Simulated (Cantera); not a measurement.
What does this Cantera script print?

```python
import numpy as np
import cantera as ct

surf = ct.Interface("diamond.yaml", "diamond_100")
gas, bulk = surf.adjacent["gas"], surf.adjacent["diamond"]
k = surf.kinetics_species_index(bulk.species_names[0])
cover = ["c6HH", "c6H*", "c6*H", "c6**", "c6HM", "c6B"]

rows, drift = [], 0.0
print(f"{'xH':>10s}{'um/h':>11s}" + "".join(f"{s:>11s}" for s in cover))
for v in [0.0001, 0.00022, 0.00047, 0.001, 0.0022, 0.0049, 0.011, 0.023, 0.05]:
    T, P, xH, xCH3 = 1173, 12000, v, 8.7e-05
    gas.TPX = T, P, {"H": xH, "CH3": xCH3, "CH4": 0.0078, "H2": 1 - xH - xCH3 - 0.0078}
    surf.TP = bulk.TP = T, P
    surf.coverages = "c6H*:0.1, c6HH:0.9"
    surf.advance_coverages(100.0)
    before = surf.coverages
    surf.advance_coverages(100.0)
    drift = max(drift, np.max(np.abs(surf.coverages - before) / (surf.coverages + 1e-9)))
    rate = surf.net_production_rates[k] * bulk.mean_molecular_weight / bulk.density * 3.6e9
    rows.append([rate, *surf[cover].coverages])
    print(f"{v:10.4g}{rate:11.4e}" + "".join(f"{x:11.3e}" for x in rows[-1][1:]))
```

Output:

```
        xH       um/h       c6HH       c6H*       c6*H       c6**       c6HM        c6B
    0.0001 2.6547e-01  6.065e-01  2.622e-02  3.543e-01  5.101e-03  3.761e-03  7.204e-10
   0.00022 6.4527e-01  5.362e-01  3.064e-02  4.140e-01  1.007e-02  4.665e-03  1.751e-09
   0.00047 1.3386e+00  4.955e-01  3.304e-02  4.463e-01  1.563e-02  5.154e-03  3.632e-09
     0.001 2.5004e+00  4.738e-01  3.427e-02  4.627e-01  2.041e-02  5.039e-03  6.785e-09
    0.0022 4.2712e+00  4.628e-01  3.494e-02  4.713e-01  2.377e-02  4.213e-03  1.159e-08
    0.0049 6.3545e+00  4.582e-01  3.535e-02  4.759e-01  2.572e-02  2.932e-03  1.724e-08
     0.011 8.1750e+00  4.564e-01  3.570e-02  4.783e-01  2.674e-02  1.715e-03  2.218e-08
     0.023 9.3078e+00  4.558e-01  3.611e-02  4.792e-01  2.727e-02  9.421e-04  2.526e-08
      0.05 1.0023e+01  4.555e-01  3.686e-02  4.792e-01  2.767e-02  4.687e-04  2.720e-08
```

Computed with Cantera and the Harris–Goodwin 1993 mechanism for the reconstructed diamond (100) surface.
